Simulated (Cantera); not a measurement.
A Cantera script and its output.

```python
import numpy as np
import cantera as ct

gas = ct.Solution("gri30.yaml")
gas.TPX = 1200, 1000000, {'CO': 0.00057, 'O2': 0.015, 'H2O': 0.00011, 'N2': 1}
reactor = ct.IdealGasConstPressureReactor(gas, energy="off", clone=False)
net = ct.ReactorNet([reactor])
net.rtol, net.atol = 1e-08, 1e-18
show = ['CO', 'O2', 'H2O', 'CO2', 'NO']
times = np.geomspace(2e-05, 100, 10)

steps = ct.SolutionArray(gas, extra=["t"])
rows = []
print(f"{'t/s':>10s}{'T/K':>9s}{'P/Pa':>11s}" + "".join(f"{s:>11s}" for s in show))
for t in times:
    while net.time < t:
        t_next = net.step()
        steps.append(gas.state, t=t_next)
    rows.append([np.interp(t, steps.t, y) for y in (steps.T, steps.P, *steps(*show).X.T)])
    print(f"{t:10.3e}{rows[-1][0]:9.1f}{rows[-1][1]:11.4g}" + "".join(f"{x:11.3e}" for x in rows[-1][2:]))
rate = np.gradient(steps.T, steps.t)
print("integrator steps:", len(steps.t))
if steps.T.max() > steps.T[0] + 200:
    print(f"time of steepest temperature rise: {steps.t[rate.argmax()]:.4e} s")
gas.TPX = 1200, 1000000, {'CO': 0.00057, 'O2': 0.015, 'H2O': 0.00011, 'N2': 1}
gas.equilibrate("TP")
print(f"equilibrium (TP): T = {gas.T:.1f} K  " + "  ".join(f"{s} {gas[s].X[0]:.3e}" for s in show))
```

It prints:

```
       t/s      T/K       P/Pa         CO         O2        H2O        CO2         NO
 2.000e-05   1200.0      1e+06  5.612e-04  1.477e-02  1.083e-04  8.212e-11  2.931e-19
 1.110e-04   1200.0      1e+06  5.612e-04  1.477e-02  1.083e-04  4.656e-10  9.210e-18
 6.162e-04   1200.0      1e+06  5.612e-04  1.477e-02  1.083e-04  3.045e-09  2.729e-16
 3.420e-03   1200.0      1e+06  5.612e-04  1.477e-02  1.083e-04  3.809e-08  9.105e-15
 1.898e-02   1200.0      1e+06  5.567e-04  1.477e-02  1.081e-04  4.489e-06  9.622e-12
 1.054e-01   1200.0      1e+06  4.698e-04  1.472e-02  1.080e-04  9.143e-05  1.596e-09
 5.848e-01   1200.0      1e+06  1.760e-04  1.458e-02  1.082e-04  3.853e-04  3.379e-08
 3.246e+00   1200.0      1e+06  2.595e-07  1.449e-02  1.083e-04  5.611e-04  1.467e-07
 1.802e+01   1200.0      1e+06  2.612e-11  1.449e-02  1.083e-04  5.614e-04  1.579e-07
 1.000e+02   1200.0      1e+06  2.589e-11  1.449e-02  1.083e-04  5.614e-04  1.583e-07
integrator steps: 1079
equilibrium (TP): T = 1200.0 K  CO 2.592e-11  O2 1.446e-02  H2O 1.083e-04  CO2 5.614e-04  NO 5.769e-05
```

Detailed kinetics in Cantera: GRI-Mech 3.0 (53 species, 325 reactions).
